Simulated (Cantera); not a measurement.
A freely propagating, adiabatic, planar premixed flame of CH4 : O2 : N2 = 1 : 2.78 : 9.72 (molar parts), equivalence ratio 0.72, unburnt at 550 K and 400000 Pa; mixture-averaged transport, grid criteria slope 0.08 and curve 0.16, no radiation.

Cantera simulation using GRI-Mech 3.0 (53 species, 325 reactions); the numbers are that mechanism's predictions, not measurements. Burning velocities carry a grid error of a few per cent, more on coarse grids.

x: mole fraction of selected species; z is measured from the peak of heat release.

| z (mm) | T (K) | u (m/s) | x CH4 | x O2 | x C2H | x N2O | x CO2 | x O |
|---|---|---|---|---|---|---|---|---|
| -0.441 | 551 | 0.489 | 0.0740 | 0.206 | <1e-8 | <1e-8 | 2.15e-6 | <1e-8 |
| -0.294 | 556 | 0.494 | 0.0735 | 0.205 | <1e-8 | <1e-8 | 2.51e-5 | <1e-8 |
| -0.220 | 574 | 0.510 | 0.0723 | 0.204 | <1e-8 | <1e-8 | 0.000139 | <1e-8 |
| -0.147 | 663 | 0.592 | 0.0667 | 0.197 | <1e-8 | 1.48e-8 | 0.00108 | <1e-8 |
| -0.0735 | 1042 | 0.938 | 0.0444 | 0.163 | <1e-8 | 1.15e-7 | 0.00820 | 2.54e-6 |
| -0.0367 | ? | 1.27 | ? | ? | <1e-8 | ? | ? | ? |
| 0 | 1748 | 1.58 | 0.00444 | 0.0887 | 3.44e-8 | 5.16e-7 | 0.0344 | 0.000621 |
| 0.0367 | 1899 | 1.71 | 0.000184 | 0.0698 | <1e-8 | 8.48e-7 | 0.0497 | 0.00192 |
| 0.0735 | 1964 | 1.76 | 5.13e-6 | 0.0641 | <1e-8 | 1.08e-6 | 0.0588 | 0.00203 |
| 0.147 | 2036 | 1.82 | <1e-8 | 0.0604 | <1e-8 | 1.26e-6 | 0.0666 | 0.00140 |
| 0.294 | 2089 | 1.86 | <1e-8 | 0.0585 | <1e-8 | 1.20e-6 | 0.0707 | ? |
| 0.588 | 2115 | 1.88 | <1e-8 | 0.0580 | <1e-8 | 8.04e-7 | 0.0724 | 0.000292 |
| 1.18 | 2122 | 1.89 | <1e-8 | 0.0578 | <1e-8 | 5.72e-7 | 0.0729 | 0.000204 |

Problem. Complete the blanks.

Solution. 
- -0.0367, T (K): 1400
- -0.0367, x CH4: 0.0232
- -0.0367, x O2: 0.127
- -0.0367, x N2O: 2.61e-7
- -0.0367, x CO2: 0.0184
- -0.0367, x O: 4.98e-5
- 0.294, x O: 0.000668
